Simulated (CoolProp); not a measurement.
CF4 (R14) along the isotherm -13.55 °C: Z from the reference equation and from simpler models built on Tc = -45.8 °C, pc = 3.762 MPa, ω = 0.178; each cubic takes its own stable root.

The numbers come from the reference Helmholtz-energy equation of state, Platzer 1990 in CoolProp. This equation is an older, rougher fit; its heat capacities, sound speeds and derivatives of the liquid may be far off and weren't checked against measurements.

| p (MPa) | phase | reference |
|---|---|---|
| 0.672 | gas | 0.9594 |
| 1.34 | gas | 0.9177 |
| 2.02 | gas | 0.8738 |
| 2.69 | gas | 0.8287 |
| 3.36 | gas | 0.7815 |
| 4.03 | supercritical | 0.7318 |
| 4.7 | supercritical | 0.6798 |
| 5.37 | supercritical | 0.6263 |
| 6.05 | supercritical | 0.5737 |
| 6.72 | supercritical | 0.5297 |
| 7.39 | supercritical | 0.4995 |
| 8.06 | supercritical | 0.4839 |
| 8.73 | supercritical | 0.4800 |
| 9.41 | supercritical | 0.4839 |

Question: How far does each simpler model (van der Waals, Redlich-Kwong, Soave-Redlich-Kwong) lie from the reference over these 14 states: mean and median of the absolute difference, and the worst?

Answer: 
- van der Waals: mean 4.7 %, median 3.0 %, worst -12.1 % at -13.55 °C and 6.05 MPa
- Redlich-Kwong: mean 1.9 %, median 1.9 %, worst -3.9 % at -13.55 °C and 6.05 MPa
- Soave-Redlich-Kwong: mean 3.9 %, median 2.0 %, worst +10.1 % at -13.55 °C and 8.73 MPa
